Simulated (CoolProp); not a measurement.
Vapour pressure (MPa) of ethylbenzene: the reference equation beside estimates from Tc = 344.0 °C, pc = 3.622 MPa, ω = 0.304.

The numbers come from the reference Helmholtz-energy equation of state, Zhou 2012 in CoolProp.

| T (°C) | reference | Lee-Kesler | Redlich-Kwong |
|---|---|---|---|
| 43.65 | 0.003453 | 0.003282 | … |
| 61.15 | 0.007781 | 0.007456 | 0.02326 |
| 78.65 | 0.01593 | 0.01541 | 0.04244 |
| 96.05 | 0.02998 | 0.02927 | 0.07195 |
| 113.55 | 0.05292 | 0.05213 | 0.1154 |
| 131.05 | 0.08814 | … | 0.1760 |
| 148.45 | 0.1394 | 0.1392 | 0.2571 |
| 165.95 | 0.2117 | 0.2126 | 0.3630 |
| 183.45 | 0.3101 | 0.3126 | 0.4972 |
| 200.95 | 0.4399 | 0.4445 | 0.6631 |
| 218.35 | 0.6059 | 0.6131 | … |
| 235.85 | … | 0.8265 | 1.103 |
| 253.35 | 1.078 | 1.091 | 1.384 |
| 270.85 | 1.397 | 1.413 | … |
| 288.25 | 1.781 | 1.799 | 2.082 |

**Question.** Fill in the missing entries.

**Answer.** 
- 43.65, Redlich-Kwong: 0.01170
- 131.05, Lee-Kesler: 0.08750
- 218.35, Redlich-Kwong: 0.8630
- 235.85, reference: 0.8165
- 270.85, Redlich-Kwong: 1.710

Absolute difference from the reference over all 15 rows, mean and median: Lee-Kesler 1.7 and 1.2 %, Redlich-Kwong 91.6 and 71.5 %.
